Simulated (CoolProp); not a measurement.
A Linde-Hampson liquefier for carbon monoxide: isothermal reversible compression at 250 K from 1 atm to 25 MPa, throttling to 1 atm, return gas leaving the recuperator 5 K below the feed. Each further row changes one setting.

Computed with CoolProp (reference Helmholtz-energy equation of state, Lemmon 2006). It is a short technical equation, of lower accuracy than the large ones.

```json
[
 {"case": "as stated", "liquid yield per pass": "0.147", "compression work (kJ/kg of gas)": "400"},
 {"case": "high pressure 50 MPa", "liquid yield per pass": "0.155", "compression work (kJ/kg of gas)": "461"},
 {"case": "warm-end temperature 280 K", "liquid yield per pass": "0.105", "compression work (kJ/kg of gas)": "455"},
 {"case": "warm-end gap 10 K", "liquid yield per pass": "0.136", "compression work (kJ/kg of gas)": "400"}
]
```
